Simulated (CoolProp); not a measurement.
Values from CoolProp's reference Helmholtz-energy equation of state, Thol 2019.

### Question
For decamethylcyclopentasiloxane (D5), give the phase and the density (kg/m³), cp (kJ/(kg K)), Joule-Thomson coefficient (K/MPa), isothermal compressibility (1/MPa) at 164.35 °C and 1.35 MPa; 258.15 °C and 1.35 MPa; 273.75 °C and 1.35 MPa.

### Answer
- 164.35 °C and 1.35 MPa: liquid; density 806, cp 1.91, Joule-Thomson coefficient -0.250, isothermal compressibility 0.00468
- 258.15 °C and 1.35 MPa: liquid; density 687, cp 2.08, Joule-Thomson coefficient 0.117, isothermal compressibility 0.0156
- 273.75 °C and 1.35 MPa: liquid; density 662, cp 2.12, Joule-Thomson coefficient 0.261, isothermal compressibility 0.0207
